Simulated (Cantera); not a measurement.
Input: 1 mol CF4, 0.98 mol H2, equilibrated at 1248.15 K and 7.50 Torr.

Cantera equilibrium calculation (NASA polynomials, part measured and part estimated; ideal gas, pure solids and liquids). Candidate condensed phases: C, C6H6, C7H8, C8H18; 95 gas species. Gases not in the tables: C2F6 and larger saturated fluorocarbons. Kinetics and transport are ignored.

What is the equilibrium state?


* **x(HF)**: 0.794
* **x(CF4)**: 0.206
* **x(CF2)**: 2.08e-6
* **n(C(graphite))**: 0.490 mol
* **gas amount**: 2.470 mol
